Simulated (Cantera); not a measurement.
**Ammonia decomposition in nitride growth gas**

A perfectly stirred reactor is fed with NH3 : N2 = 1 : 12 (molar parts), at 0.0132 atm; it is held at 2300 K, and followed from long to short residence time.

Cantera simulation using the gas-phase N/H chemistry of the illustrative SiF4/NH3 mechanism in the Surface Chemkin manual (1991); the numbers are that mechanism's predictions, not measurements. Walls and surfaces, which speed up NH3 decomposition in real reactors, are not modelled.

| τ (s) | x NH3 | x H2 | x N | x H | x NH | x N2 | x N2H4 |
|---|---|---|---|---|---|---|---|
| 0.37 | 0.0170 | 0.0828 | 1.06e-5 | 0.000540 | 4.03e-5 | 0.899 | 8.91e-11 |
| 0.12 | 0.0343 | 0.0586 | 1.04e-5 | 0.000344 | 5.22e-5 | 0.906 | 2.79e-10 |
| 0.042 | 0.0528 | 0.0326 | 7.93e-6 | 0.000198 | 5.58e-5 | 0.913 | 6.45e-10 |
| 0.014 | 0.0671 | 0.0124 | 3.44e-6 | 9.02e-5 | 4.53e-5 | 0.919 | 1.17e-9 |
| 0.0047 | 0.0742 | 0.00268 | 6.08e-7 | 2.53e-5 | 2.26e-5 | 0.922 | 1.04e-9 |
| 0.0016 | 0.0763 | 0.000396 | 8.76e-8 | 6.70e-6 | 6.53e-6 | 0.923 | 2.31e-10 |
| 0.00054 | 0.0767 | 9.84e-5 | 1.28e-8 | 4.57e-6 | 1.14e-6 | 0.923 | 2.78e-11 |
x: mole fraction; the columns are a selection and need not sum to one.
